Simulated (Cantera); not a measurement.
A closed system holds: 1 mol SiF₄, 13 mol NO, 1.1 mol N₂, equilibrated at 2000 K and 10000 Pa.

Equilibrium computed with Cantera from the NASA thermochemical tables; the gas is ideal and each condensed phase is pure. Candidate condensed phases: Si, SiO₂, Si₂N₂O, Si₃N₄; 28 gas species. The tables' values for SiF₃ are old estimates; treat these amounts as uncertain. The tables hold silica as quartz up to 1696 K and as liquid above; real silica turns to tridymite and cristobalite and melts near 1996 K. Rates play no part.

Task: What is the equilibrium state?

Result: 
```json
{
  "x(N₂)": "0.499",
  "x(O₂)": "0.425",
  "x(SiF₄)": "0.0660",
  "x(NO)": "0.00867",
  "x(O)": "0.00138",
  "x(F)": "0.000185",
  "x(SiF₃)": "0.000110",
  "x(NO₂)": "6.76e-6",
  "x(SiO₂)": "2.55e-6",
  "n(SiO₂(l))": "0.000227 mol",
  "gas_amount": "15.11 mol",
  "log10 activity of Si(l) (absent)": "-13.01"
}
```
